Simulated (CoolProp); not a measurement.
Vapour-liquid equilibrium of C3F8 (R218) (1) + R134a (2) at 287.7 K; x and y are mole fractions of (1).

Computed with CoolProp (multi-fluid Helmholtz-energy mixture model, Lemmon 2006 and Tillner-Roth 1994; pair parameters Bell 2016).

Q: Give the bubble pressure and the first vapour's composition at x = 0.2, 0.65, 0.95. Is there an azeotrope?

A: x = 0.2: 667.3 kPa, y = 0.366; x = 0.65: 762.9 kPa, y = 0.640; x = 0.95: 683.7 kPa, y = 0.913. y crosses x between x = 0.5 and 0.65: the model has an azeotrope there.

Pair parameters are fitted to limited data, so mixtures are less certain than the pure fluids.
